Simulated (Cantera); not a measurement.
Cantera run:

```python
import numpy as np
import cantera as ct

gas_names = """
    F FO FO2 F2 F2O Mg MgF MgF2 MgN MgO Mg2 Mg2F4 N NF NF2 NF3 NO NO2 NO3 N2 N2O O O2 O3
""".split()
cond_names = """
    Mg(cr) Mg(L) MgF2(s) MgF2(L) MgO(s) MgO(L)
""".split()


# ... load() reads the species with a 1 bar reference pressure and builds the phases ...
atoms = {
    'MgO': {'Mg': 1, 'O': 1},
    'NF3': {'N': 1, 'F': 3},
    'N2': {'N': 2},
}
top_T = {}  # K; cautious upper limits of use, not melting points


# ... equilibrate(T, P, feed) seeds the gas with the atoms and calls Mixture.equilibrate('TP', solver="vcs", rtol=1e-11, max_steps=5000) ...
results = []
T = 1575  # K
P = 120  # Pa
for m in [0.57, 0.99, 1.7, 3, 5.2, 9.1, 16, 28, 48]:
    feed = {'MgO': 1, 'NF3': 0.81, 'N2': m}  # mol
    mix = equilibrate(T, P, feed)
    results.append((T, P, feed, dict(zip(mix.species_names, mix.species_moles))))

top = {s: max(r[3][s] / sum(r[3][g] for g in gas_names) for r in results) for s in gas_names}
cols = sorted((s for s in top if top[s] > 0.001), key=lambda s: -top[s])[:9]
seen = [c for c in cond_names if any(r[3].get(c, 0) > 1e-12 for r in results)]
print("log10 of partial pressures in bar; condensed amounts in mol")
print(f"{'n(N2)':>10s}" + "".join(f"{s[:9]:>10s}" for s in cols + seen))
for T, P, feed, n in results:
    ng = sum(n[g] for g in gas_names)
    print(f"{feed['N2']:10.4g}" + "".join(f"{np.log10(max(n[s] / ng * P / 1e5, 1e-99)):10.3f}" for s in cols)
          + "".join(f"{n.get(c, 0):10.4g}" for c in seen))
```

Output:

```
log10 of partial pressures in bar; condensed amounts in mol
     n(N2)        N2        O2         F      MgF2        NO   MgF2(L)
      0.57    -3.293    -3.583    -3.647    -3.694    -5.808    0.6138
      0.99    -3.223    -3.670    -3.734    -3.694    -5.817    0.5287
       1.7    -3.160    -3.786    -3.850    -3.694    -5.843    0.3848
         3    -3.106    -3.942    -4.004    -3.694    -5.894    0.1213
       5.2    -3.050    -4.102    -4.164    -3.798    -5.946         0
       9.1    -3.001    -4.284    -4.346    -3.979    -6.013         0
        16    -2.969    -4.491    -4.551    -4.184    -6.100         0
        28    -2.949    -4.711    -4.769    -4.403    -6.200         0
        48    -2.938    -4.934    -4.989    -4.623    -6.306         0
```

These are equilibrium values from Cantera (NASA tables, ideal gas, pure condensed phases), not measurements of a reactor.
